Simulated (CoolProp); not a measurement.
R227EA along the isotherm 362.3 K: fugacity coefficient from the reference equation and from simpler models built on Tc = 374.9 K, pc = 2925 kPa, ω = 0.358; each cubic takes its own stable root.

Computed with CoolProp (reference Helmholtz-energy equation of state, Lemmon 2016).

| p (kPa) | phase | reference | van der Waals | Redlich-Kwong | Peng-Robinson |
|---|---|---|---|---|---|
| 113 | gas | 0.9850 | 0.9876 | 0.9855 | 0.9837 |
| 225 | gas | 0.9703 | 0.9752 | 0.9712 | 0.9676 |
| 338 | gas | 0.9555 | 0.9628 | 0.9569 | 0.9516 |
| 450 | gas | 0.9409 | 0.9506 | 0.9427 | 0.9358 |
| 563 | gas | 0.9262 | 0.9382 | 0.9285 | 0.9199 |
| 675 | gas | 0.9117 | 0.9259 | 0.9144 | 0.9043 |
| 788 | gas | 0.8971 | 0.9136 | 0.9003 | 0.8887 |
| 900 | gas | 0.8827 | 0.9013 | 0.8864 | 0.8733 |
| 1010 | gas | 0.8685 | 0.8893 | 0.8727 | 0.8582 |
| 1130 | gas | 0.8531 | 0.8761 | 0.8578 | 0.8419 |
| 1240 | gas | 0.8389 | 0.8641 | 0.8442 | 0.8270 |
| 1350 | gas | 0.8248 | 0.8520 | 0.8306 | 0.8122 |
| 1460 | gas | 0.8106 | 0.8398 | 0.8170 | 0.7973 |
